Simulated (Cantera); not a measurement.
**Silicon nitride deposition: SiF4 + NH3**

Input: 1 mol SiF4, 1.4 mol NH3, held at 1075 K and 1.00 Torr.

These are equilibrium values from Cantera (NASA tables, ideal gas, pure condensed phases), not measurements of a reactor. Candidate condensed phases: Si, Si3N4; 37 gas species. The tables' values for SiF3 are old estimates; treat these amounts as uncertain. Equilibrium is a limit: real reactors are often held back by kinetics, nucleation or transport.

The x(H2) comes out as 0.551. The x(SiF4) is 0.262. The x(N2) comes out as 0.184 and the x(HF) is 0.00164. The x(SiHF3) comes out as 0.000597. The x(SiF3) is 0.000366 and the n(Si3N4(s)) is 0.000213 mol. The gas amount is 3.801 mol and the log10 activity of Si(s) (absent) is -3.88.
